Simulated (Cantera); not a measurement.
Gas mixture: CH₃OH : C₂H₄ : NH₃ : CO = 0.48 : 0.88 : 0.43 : 0.16 (molar parts), at 0.0267 bar, frozen composition.

Cantera's kinetic-theory transport with the Lennard-Jones parameters of GRI-Mech 3.0, ideal gas; thermal conductivity in the multicomponent form. Polar gases are described roughly by these parameters. The composition is frozen, though it would react at the higher temperatures.

One state of this run: ρ (kg/m³) = 0.00517; cp (J/kg/K) = 3604; μ (µPa s) = 45.1; λ (mW/m/K) = 219; Pr = 0.743; D (cm²/s) OH = 195; D (cm²/s) H₂ = 462; D (cm²/s) O = 199. D: mixture-averaged diffusion coefficient of that species in the mixture.

**Question.** Which value of T (K) does it belong to?
A) 650
B) 2150
C) 1650
D) 1400

**Answer.** C, 1650
